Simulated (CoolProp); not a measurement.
o-xylene along the isotherm 244.65 °C: density (kg/m³) from the reference equation and from simpler models built on Tc = 357.1 °C, pc = 37.37 bar, ω = 0.312; each cubic takes its own stable root.

Values from CoolProp's reference Helmholtz-energy equation of state, Zhou 2012.

```json
[
 {"p (bar)": "6.23", "phase": "gas", "reference": "17.82"},
 {"p (bar)": "12.5", "phase": "liquid", "reference": "659.4"},
 {"p (bar)": "18.7", "phase": "liquid", "reference": "662.0"},
 {"p (bar)": "24.9", "phase": "liquid", "reference": "664.5"},
 {"p (bar)": "31.1", "phase": "liquid", "reference": "666.9"},
 {"p (bar)": "37.4", "phase": "liquid", "reference": "669.2"},
 {"p (bar)": "43.6", "phase": "liquid", "reference": "671.4"},
 {"p (bar)": "49.8", "phase": "liquid", "reference": "673.6"},
 {"p (bar)": "56.1", "phase": "liquid", "reference": "675.6"}
]
```

**Question.** How far does each simpler model (Redlich-Kwong, Peng-Robinson) lie from the reference over these 9 states: mean and median of the absolute difference, and the worst?

**Answer.** 
- Redlich-Kwong: mean 15.8 %, median 17.1 %, worst -19.0 % at 244.65 °C and 12.5 bar
- Peng-Robinson: mean 1.4 %, median 1.3 %, worst -2.1 % at 244.65 °C and 12.5 bar
